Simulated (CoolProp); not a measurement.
2000 sccm (0 °C, 1 atm) of nitrogen bubbles through liquid dimethyl carbonate at 287.1 K and leaves saturated at a total pressure of 0.114 MPa (ideal gas phase). Each further row changes one setting.

Model: reference Helmholtz-energy equation of state, Zhou 2011, in CoolProp.

```csv
case,vapour pressure (kPa),mole fraction of vapour,delivery (mg/min),delivery (sccm),change of delivery for a bath 1 K warmer (%)
as stated,4.01,?,?,73.0,6.0
bath temperature 292.1 K,?,?,?,97.2,5.8
total pressure 0.228 MPa,4.01,0.0176,?,?,?
```

### Question
Fill in the missing entries.

### Answer

- as stated, mole fraction of vapour: 0.0352
- as stated, delivery (mg/min): 293
- bath temperature 292.1 K, vapour pressure (kPa): 5.29
- bath temperature 292.1 K, mole fraction of vapour: 0.0464
- bath temperature 292.1 K, delivery (mg/min): 391
- total pressure 0.228 MPa, delivery (mg/min): 144
- total pressure 0.228 MPa, delivery (sccm): 35.8
- total pressure 0.228 MPa, change of delivery for a bath 1 K warmer (%): 5.9
